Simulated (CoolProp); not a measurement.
A simple Rankine cycle with c-C4F8 (RC318): condensing at 325.15 K, boiler at 2.01 MPa, turbine inlet 387.2 K, turbine efficiency 0.9, pump efficiency 0.6, no recuperator. Each further row changes one setting.

Values from CoolProp's reference Helmholtz-energy equation of state, Platzer 1990. This equation is an older, rougher fit; its heat capacities, sound speeds and derivatives of the liquid may be far off and weren't checked against measurements.

| case | thermal efficiency (%) | net work (kJ/kg) | heat in (kJ/kg) | turbine exit temperature (K) | volume ratio over the turbine |
|---|---|---|---|---|---|
| as stated | 7.8 | 10.3 | 132 | [?] | [?] |
| turbine inlet 407.2 K | 7.6 | 11.8 | [?] | 381.6 | 3.30 |
| condensing temperature 317.15 K | [?] | 12.8 | 141 | [?] | 4.44 |
| boiler pressure 1.41 MPa | 5.6 | [?] | 140 | 370.8 | [?] |
| turbine efficiency 0.8 | 6.8 | 9.01 | 132 | 360.6 | 3.56 |

### Question
What belongs in the gaps?

### Answer

- as stated, turbine exit temperature (K): 359.1
- as stated, volume ratio over the turbine: 3.53
- turbine inlet 407.2 K, heat in (kJ/kg): 154
- condensing temperature 317.15 K, thermal efficiency (%): 9.0
- condensing temperature 317.15 K, turbine exit temperature (K): 354.8
- boiler pressure 1.41 MPa, net work (kJ/kg): 7.86
- boiler pressure 1.41 MPa, volume ratio over the turbine: 2.21
